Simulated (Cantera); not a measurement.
Charge: 1 mol SiH4, 0.23 mol N2, equilibrated at 1698.15 K and 3.80 mbar.

Method: chemical equilibrium by Gibbs-energy minimisation in Cantera with the NASA 1993 tables (ideal gas, pure condensed phases). Candidate condensed phases: Si, Si3N4; 18 gas species. Gases not in the tables: Si2H6 and higher silanes. Rates play no part.

Base state: H2 0.895, N2 0.103, H 0.00222, Si 0.000173, SiH 1.57e-5, SiH2 1.25e-5 (mole fractions); condensed: Si(l).

What changes in the equilibrium state with this change: SiH4 replaced by SiF4?


```
species       before    after
----------  --------  -------
SiF4               0    0.813
N2             0.103    0.187
F                  0  9.98e-5
H2             0.895        0
H            0.00222        0
Si          0.000173    <1e-9
SiF3               0  9.98e-5
Si(l), mol     1.000        0
```
The tables' values for SiF3 are old estimates; treat these amounts as uncertain.
